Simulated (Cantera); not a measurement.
Mixture: 5.79 % CH4, 0.637 % C2H6, 3.18 % C3H8, 17.5 % O2, 66.0 % N2, 6.94 % CO2, equivalence ratio 1.7, at 29.6 atm, adiabatic and at constant volume. Ignition delay is the time to a rise of 400 K.

Model: GRI-Mech 3.0 (53 species, 325 reactions), integrated in Cantera. GRI-Mech 3.0 was tuned for natural gas; its chemistry of propane as a main component is partial and can be far from experiment. The pressure lies above the range GRI-Mech 3.0 was tuned for (to about 10 atm).

Task: Predict: delay at 1250 K; delay at 1325 K; delay at 1400 K; delay at 1475 K; delay at 1550 K; apparent activation energy between 1400 and 1550 K.

Result: 
| Quantity | Result |
|---|---|
| delay at 1250 K | 0.243 ms |
| delay at 1325 K | 93.5 µs |
| delay at 1400 K | 37.4 µs |
| delay at 1475 K | 16.2 µs |
| delay at 1550 K | 7.71 µs |
| apparent activation energy between 1400 and 1550 K | 190 kJ/mol |
